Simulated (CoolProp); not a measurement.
Properties of octamethylcyclotetrasiloxane (D4) along the isobar 5.07 MPa (Tc = 586.5 K, pc = 1.347 MPa, ω = 0.598).

Values from CoolProp's reference Helmholtz-energy equation of state, Thol 2015.

```
T (K)          phase       Z  speed of sound (m/s)  isothermal compressibility (1/MPa)
-----  -------------  ------  --------------------  ----------------------------------
519.9         liquid  0.4978                 387.9                                   ?
529.9         liquid  0.4981                 368.3                             0.01221
539.9         liquid  0.4990                 349.2                             0.01386
549.9         liquid  0.5007                 330.6                             0.01580
559.9         liquid  0.5030                     ?                             0.01809
569.9         liquid  0.5061                 294.7                                   ?
579.9         liquid  0.5102                 277.6                                   ?
590    supercritical  0.5152                     ?                             0.02802
600    supercritical  0.5213                 245.1                             0.03267
610    supercritical  0.5285                 230.2                             0.03822
620    supercritical  0.5370                 216.2                             0.04477
```

### Question
What belongs in the gaps?

### Answer

- 519.9, isothermal compressibility (1/MPa): 0.01081
- 559.9, speed of sound (m/s): 312.4
- 569.9, isothermal compressibility (1/MPa): 0.02082
- 579.9, isothermal compressibility (1/MPa): 0.02408
- 590, speed of sound (m/s): 260.9
